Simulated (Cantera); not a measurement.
Feed: 1 mol S, 0.086 mol H2O, 0.59 mol O2, equilibrated at 2225 °C and 1000 Pa.

Cantera equilibrium calculation (NASA polynomials, part measured and part estimated; ideal gas, pure solids and liquids). Candidate condensed phases: H2O, H2SO4, S; 19 gas species. Rates play no part.

Task: What is the equilibrium state?

Result: 
```
Property                            Result
-------------------------------  ---------
x(SO2)                               0.380
x(SO)                                0.368
x(S)                                0.0896
x(S2)                               0.0426
x(H)                                0.0407
x(H2)                               0.0267
x(H2O)                              0.0258
x(O)                               0.00817
x(OH)                              0.00814
gas amount                       1.075 mol
log10 activity of S(l) (absent)      -3.45
```
